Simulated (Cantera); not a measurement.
A closed system holds: 1 mol HMDSO, a varied amount of CO2, 0.12 mol H2, held at 1598.15 K and 0.00580 bar.

Equilibrium computed with Cantera from the NASA thermochemical tables; the gas is ideal and each condensed phase is pure. Candidate condensed phases: C, C6H6, C7H8, C8H18, H2O, Si, SiC, SiO2; 123 gas species. The feed counts by its element totals alone. The tables hold silica as quartz up to 1696 K and as liquid above; real silica turns to tridymite and cristobalite and melts near 1996 K. Equilibrium is a limit: real reactors are often held back by kinetics, nucleation or transport.

x: gas mole fraction; n: condensed amount in mol.

| n(CO2) (mol) | x H2 | x CO | x CO2 | x H2O | x SiO | x H | n C(graphite) | n SiC(s) | n SiO2(β-quartz) |
|---|---|---|---|---|---|---|---|---|---|
| 0.67 | 0.795 | 0.204 | 7.09e-8 | 8.30e-7 | 0.000586 | 0.000624 | 2.34 | 1.99 | 0 |
| 0.89 | 0.766 | 0.233 | 9.28e-8 | 9.15e-7 | 0.000671 | 0.000613 | 2.13 | 1.99 | 0 |
| 1.2 | 0.728 | 0.271 | 1.25e-7 | 1.01e-6 | 0.000780 | 0.000597 | 1.82 | 1.99 | 0 |
| 1.5 | 0.695 | 0.304 | 1.58e-7 | 1.08e-6 | 0.000875 | 0.000583 | 1.52 | 1.99 | 0 |
| 2 | 0.645 | 0.353 | 2.13e-7 | 1.17e-6 | 0.00102 | 0.000562 | 1.03 | 1.99 | 0 |
| 2.7 | 0.587 | 0.411 | 2.89e-7 | 1.24e-6 | 0.00118 | 0.000536 | 0.336 | 1.98 | 0 |
| 3.5 | 0.532 | 0.453 | 1.17e-6 | 4.13e-6 | 0.0146 | 0.000511 | 0 | 1.75 | 0 |
| 4.6 | 0.472 | 0.486 | 2.20e-6 | 6.40e-6 | 0.0414 | 0.000481 | 0 | 1.20 | 0 |
| 6.1 | 0.408 | 0.522 | 3.17e-6 | 7.43e-6 | 0.0694 | 0.000447 | 0 | 0.450 | 0 |
| 8.1 | 0.378 | 0.584 | [?] | [?] | [?] | 0.000430 | 0 | 0 | [?] |
| 11 | 0.303 | 0.620 | 0.0310 | 0.0455 | 2.81e-5 | 0.000386 | 0 | 0 | 2.00 |
| 14 | [?] | 0.605 | [?] | [?] | [?] | [?] | 0 | 0 | 2.00 |
| 18 | 0.154 | 0.574 | 0.151 | 0.121 | 5.37e-6 | 0.000275 | 0 | 0 | 2.00 |

### Question
Some entries are withheld; supply them.

### Answer

- 8.1, x CO2: 2.20e-5
- 8.1, x H2O: 4.27e-5
- 8.1, x SiO: 0.0374
- 8.1, n SiO2(β-quartz): 1.10
- 14, x H2: 0.223
- 14, x CO2: 0.0816
- 14, x H2O: 0.0901
- 14, x SiO: 1.04e-5
- 14, x H: 0.000330
